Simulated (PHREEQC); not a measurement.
**Nickel, zinc or cadmium bath: an equilibrium model**

Solution (25 °C): 0.0026 mol ZnSO4, 0.12 mol KCl and 0.013 mol H2SO4 per kg of water. Closed to the air; pH follows from the charge balance.

Model: ion-association model, phreeqc.dat, run in PHREEQC.

Precipitation was switched off in this run.

Problem. What pH, ionic strength, density does the model give?

Solution. pH 1.78; ionic strength 0.153 mol/kgw; density 1.004 g/cm³.

Problem. In which forms is S present?

Solution. SO4-2 50 %, HSO4- 34 %, KSO4- 13 %, ZnSO4 2.4 % of the S.
